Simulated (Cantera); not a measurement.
A closed system holds: 1 mol TEOS, 1.9 mol CO₂, 0.3 mol H₂, equilibrated at 848.15 K and 9.50e-5 bar.

Method: chemical equilibrium by Gibbs-energy minimisation in Cantera with the NASA 1993 tables (ideal gas, pure condensed phases). Candidate condensed phases: C, C₆H₆, C₇H₈, C₈H₁₈, H₂O, Si, SiC, SiO₂; 123 gas species. The feed counts by its element totals alone. Kinetics and transport are ignored.

Base state: H₂ 0.640, CO 0.360, CO₂ 0.000279, H₂O 0.000161, CH₄ 2.49e-5 (mole fractions); condensed: C(graphite) + SiO₂(β-quartz).

What changes in the equilibrium state with this change: CO₂ from 1.9 to 28 mol?


```csv
species,before,after
CO₂,0.000279,0.415
CO,0.360,0.363
H₂,0.640,0.162
H₂O,0.000161,0.0602
CH₄,2.49e-5,1.09e-9
"C(graphite), mol",4.11,0
"SiO₂(β-quartz), mol",1.00,1.00
```
